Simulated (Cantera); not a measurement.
A perfectly stirred reactor is fed with 4.55 % CH₄, 95.5 % H₂, at 0.0290 bar; it is held at 1450 K, and followed from long to short residence time.

Model: GRI-Mech 3.0 (53 species, 325 reactions), integrated in Cantera. GRI-Mech 3.0 stops at C3 and has no aromatics, soot or wall deposition, so with more carbon than oxygen in the feed, carbon stays in small species such as C2H2 where larger ones or solid carbon would form. Radical loss at walls, strong at low pressure, is not modelled.

**Question.** Predict: x(CH₄) at τ = 17.0 s; x(H₂) at τ = 17.0 s; x(C₂H₆) at τ = 17.0 s; x(C₂H₂) at τ = 17.0 s; x(C₂H₄) at τ = 17.0 s; x(CH₄) at τ = 0.270 s; x(H₂) at τ = 0.270 s; x(C₂H₆) at τ = 0.270 s; x(C₂H₂) at τ = 0.270 s; x(C₂H₄) at τ = 0.270 s.

**Answer.** 
```json
{
  "x(CH₄) at τ = 17.0 s": "0.0389",
  "x(H₂) at τ = 17.0 s": "0.958",
  "x(C₂H₆) at τ = 17.0 s": "1.39e-6",
  "x(C₂H₂) at τ = 17.0 s": "0.00305",
  "x(C₂H₄) at τ = 17.0 s": "6.72e-5",
  "x(CH₄) at τ = 0.270 s": "0.0453",
  "x(H₂) at τ = 0.270 s": "0.955",
  "x(C₂H₆) at τ = 0.270 s": "1.22e-6",
  "x(C₂H₂) at τ = 0.270 s": "2.14e-5",
  "x(C₂H₄) at τ = 0.270 s": "1.52e-5"
}
```
